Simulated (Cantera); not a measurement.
Cantera run:

```python
import numpy as np
import cantera as ct

gas_names = [...]  # 109 gases of nasa_gas.yaml made of C, Cl, H, Si
cond_names = """
    C(gr) C6H6(L) C7H8(L) C8H18(L),n-octa Si(cr) Si(L) SiC(b)
""".split()


# ... load() reads the species with a 1 bar reference pressure and builds the phases ...
atoms = {
    '(CH3)2SiCl2': {'C': 2, 'H': 6, 'Si': 1, 'CL': 2},
    'C3H8': {'C': 3, 'H': 8},
    'H2': {'H': 2},
}
top_T = {'C(gr)': 4500, 'SiC(b)': 3050}  # K; cautious upper limits of use, not melting points


# ... equilibrate(T, P, feed) seeds the gas with the atoms and calls Mixture.equilibrate('TP', solver="vcs", rtol=1e-11, max_steps=5000) ...
results = []
feed = {'(CH3)2SiCl2': 1, 'C3H8': 0.012, 'H2': 4.2}  # mol
P = 140  # Pa
for T in [900, 1000, 1100, 1200, 1300, 1400, 1500, 1600]:
    mix = equilibrate(T, P, feed)
    results.append((T, P, feed, dict(zip(mix.species_names, mix.species_moles))))

top = {s: max(r[3][s] / sum(r[3][g] for g in gas_names) for r in results) for s in gas_names}
cols = sorted((s for s in top if top[s] > 1e-05), key=lambda s: -top[s])[:6]
seen = [c for c in cond_names if any(r[3].get(c, 0) > 1e-12 for r in results)]
print("log10 of partial pressures in bar; condensed amounts in mol")
print(f"{'T/K':>10s}" + "".join(f"{s[:9]:>10s}" for s in cols + seen))
for T, P, feed, n in results:
    ng = sum(n[g] for g in gas_names)
    print(f"{T:10.4g}" + "".join(f"{np.log10(max(n[s] / ng * P / 1e5, 1e-99)):10.3f}" for s in cols)
          + "".join(f"{n.get(c, 0):10.4g}" for c in seen))
```

Output:

```
log10 of partial pressures in bar; condensed amounts in mol
       T/K        H2       HCL     SiCL4     SiCL2         H    SiHCL3     C(gr)    SiC(b)
       900    -2.935    -3.697    -4.439    -8.158   -11.400    -6.225     1.246    0.7875
      1000    -2.961    -3.530    -4.939    -7.278   -10.125    -6.522     1.106    0.9297
      1100    -2.972    -3.480    -5.706    -6.742    -9.073    -7.029      1.05    0.9859
      1200    -2.974    -3.472    -6.491    -6.371    -8.192    -7.558     1.041    0.9947
      1300    -2.974    -3.472    -7.179    -6.073    -7.443    -8.023     1.042     0.994
      1400    -2.974    -3.474    -7.774    -5.822    -6.800    -8.425     1.045    0.9906
      1500    -2.974    -3.476    -8.293    -5.609    -6.241    -8.776     1.051    0.9851
      1600    -2.974    -3.480    -8.752    -5.427    -5.751    -9.086     1.058    0.9776
```

Equilibrium computed with Cantera from the NASA thermochemical tables; the gas is ideal and each condensed phase is pure. The feed counts by its element totals alone. The tables' values for SiCl3 are old estimates; treat these amounts as uncertain.
